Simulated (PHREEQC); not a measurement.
Synthetic water in mg/kgw, 25 °C, pH 6.33: Na 1830; K 41.2; Ca 676; Mg 26.8; Cl 3940; S(6) as SO4 106; Alkalinity as HCO3 2.32e-05.

Cl is adjusted to close the charge balance.
Valence states are taken as typed.

Model: Pitzer model, pitzer.dat, run in PHREEQC.

Each row changes one thing in this solution. Precipitation was switched off in this run.

| case | HCO3- (mol/kgw) | CO2 (mol/kgw) | HSO4- (mol/kgw) | MgOH+ (mol/kgw) | CO3-2 (mol/kgw) | MgCO3 (mol/kgw) | SI of Gypsum (CaSO4:2H2O) | SI of Halite (NaCl) |
|---|---|---|---|---|---|---|---|---|
| as made | 5.68e-7 | 4.85e-7 | 1.41e-8 | 1.45e-9 | 1.86e-10 | 1.57e-11 | -1.26 | -3.86 |
| pH from 6.33 to 5.83 at the same alkalinity | 1.89e-6 | 5.10e-6 | [?] | 4.59e-10 | 1.96e-10 | 1.65e-11 | -1.26 | -3.86 |
| all concentrations times 2 at the same typed pH | 5.77e-7 | 4.51e-7 | 2.00e-8 | 2.35e-9 | 2.73e-10 | [?] | -0.91 | -3.31 |
| S(6) from 106 to 318 mg/kgw | 5.99e-7 | 5.09e-7 | 4.25e-8 | [?] | 1.95e-10 | 1.62e-11 | -0.79 | -3.88 |
| S(6) from 106 to 53 mg/kgw | 5.61e-7 | 4.79e-7 | 7.03e-9 | 1.45e-9 | 1.84e-10 | 1.56e-11 | -1.55 | -3.86 |

Problem. Complete the blanks.

Solution. 
- pH from 6.33 to 5.83 at the same alkalinity, HSO4- (mol/kgw): 4.45e-8
- all concentrations times 2 at the same typed pH, MgCO3 (mol/kgw): 2.52e-11
- S(6) from 106 to 318 mg/kgw, MgOH+ (mol/kgw): 1.44e-9
